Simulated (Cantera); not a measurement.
# Equilibrium for oxide etching and cleaning by halides: CaO + HCl + N2

A closed system holds: 1 mol CaO, 9.9 mol HCl, 8.8 mol N2, at 1.40e-5 bar.

Method: chemical equilibrium by Gibbs-energy minimisation in Cantera with the NASA 1993 tables (ideal gas, pure condensed phases). Candidate condensed phases: Ca, CaCl2, CaO, Ca(OH)2, H2O, NH4Cl; 36 gas species. Equilibrium is a limit: real reactors are often held back by kinetics, nucleation or transport.

```csv
T (K),x N2,x HCl,x Cl,x H2,x CaCl2,x H2O,x H
1248,0.470,0.421,0.00159,0.000796,0.0534,0.0534,3.52e-6
1298,0.470,0.419,0.00274,0.00137,0.0534,0.0534,1.06e-5
1348,0.470,0.417,0.00452,0.00226,0.0534,0.0533,2.94e-5
1398,0.469,0.414,0.00720,0.00358,0.0533,0.0532,7.57e-5
1448,0.468,0.409,0.0111,0.00549,0.0532,0.0531,0.000182
1498,0.467,0.402,0.0165,0.00813,0.0530,0.0529,0.000414
1548,0.465,0.393,0.0239,0.0116,0.0528,0.0526,0.000888
1598,0.462,0.381,0.0337,0.0162,0.0525,0.0522,0.00181
1648,0.459,0.366,0.0463,0.0217,0.0521,0.0516,0.00351
1698,0.454,0.346,0.0618,0.0283,0.0516,0.0507,0.00650
1748,0.448,0.322,0.0805,0.0355,0.0508,0.0494,0.0115
1798,0.441,0.294,0.102,0.0430,0.0499,0.0476,0.0195
1848,0.432,0.262,0.126,0.0500,0.0487,0.0450,0.0317
1898,0.421,0.227,0.152,0.0557,0.0470,0.0413,0.0493
```
x: gas mole fraction; nothing condenses.

From 1248 K to 1898 K nothing is condensed. The main Ca-bearing gas is CaCl2 throughout.
